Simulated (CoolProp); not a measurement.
A closed Brayton cycle with dry air: compressor inlet 313.15 K and 6.8 MPa, high pressure 22.2 MPa, turbine inlet 795 K, compressor efficiency 0.8, turbine efficiency 0.85, recuperator effectiveness 0.9 (on enthalpy, no pinch check). Each further row changes one setting.

Values from CoolProp's reference Helmholtz-energy equation of state, Lemmon 2000. It is a pseudo-pure fit of the blend.

```csv
case,thermal efficiency (%),net work (kJ/kg),compressor to turbine work,compressor exit (K),turbine exit (K)
as stated,18.5,41.8,0.80,471.5,611.4
turbine inlet 745 K,13.7,28.6,0.85,471.5,[?]
compressor inlet 323.15 K,16.1,36.1,0.83,486.3,611.4
high pressure 18.9 MPa,[?],43.5,0.76,[?],633.5
recuperator effectiveness 0.5,[?],41.8,0.80,471.5,611.4
```

Complete the blanks.


- turbine inlet 745 K, turbine exit (K): 571.2
- high pressure 18.9 MPa, thermal efficiency (%): 21.0
- high pressure 18.9 MPa, compressor exit (K): 446.7
- recuperator effectiveness 0.5, thermal efficiency (%): 14.6
